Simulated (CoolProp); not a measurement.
A single-stage vapour-compression cycle with the fluid: evaporating at 269.15 K (dew point), condensing at 320.15 K (bubble point), superheat 0 K, subcooling 8 K, compressor efficiency 0.75, no pressure losses. The same conditions are run with several fluids, on thermodynamics alone (safety and materials aside).

Values from CoolProp's reference Helmholtz-energy equation of state of each fluid (n-butane: Bücker 2006; R22: Kamei 1995; R1336mzz(Z): McLinden 2020; R507A: Lemmon 2003; R410A: Lemmon 2003; chloromethane (R40): Thol 2014). Blends and air are pseudo-pure fits.

Q: Rank n-butane, R22, R1336mzz(Z), R507A, R410A, chloromethane (R40) by cooling COP, highest first.

A: chloromethane (R40) (3.40), n-butane (3.37), R1336mzz(Z) (3.34), R22 (3.24), R410A (3.01), R507A (2.88)

```csv
fluid,pressure ratio,discharge temperature (K),refrigerating effect (kJ/kg),volumetric capacity (kJ/m³)
n-butane,5.18,326.3,285,681
R22,4.15,356.3,155,2900
R1336mzz(Z),7.99,320.2,129,196
R507A,4.02,332.6,102,2900
R410A,4.09,352.1,156,4190
chloromethane (R40),4.65,391.9,337,1820
```

The compression ends wet for: R1336mzz(Z).
